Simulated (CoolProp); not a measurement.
Vapour-liquid equilibrium of R152A (1) + isobutene (2) at 0.39 MPa; x and y are mole fractions of (1).

Model: multi-fluid Helmholtz-energy mixture model, Outcalt 1996 and Lemmon 2005; pair parameters Bell 2016, in CoolProp.

```tsv
x	bubble temperature, mixture model (°C)	bubble temperature, Raoult's law (°C)	y, mixture model	y, Raoult's law
0.05	28.4	31.8	0.162	0.093
0.125	23.1	29.5	0.324	0.218
0.2	19.6	27.4	0.429	0.328
0.275	17.0	25.4	0.504	0.426
0.35	15.2	23.6	0.561	0.513
0.425	13.9	21.9	0.608	0.592
0.5	12.8	20.2	0.648	0.662
0.575	12.1	18.7	0.687	0.727
0.65	11.4	17.3	0.726	0.785
0.725	11.0	15.9	0.767	0.838
0.8	10.7	14.6	0.814	0.887
0.875	10.7	13.3	0.870	0.932
0.95	11.0	12.1	0.941	0.974
```

The largest gap from Raoult's law is -8.4 K in bubble temperature, at x = 0.35. y crosses x between x = 0.8 and 0.875: the model has an azeotrope there.

Pair parameters are fitted to limited data, so mixtures are less certain than the pure fluids.
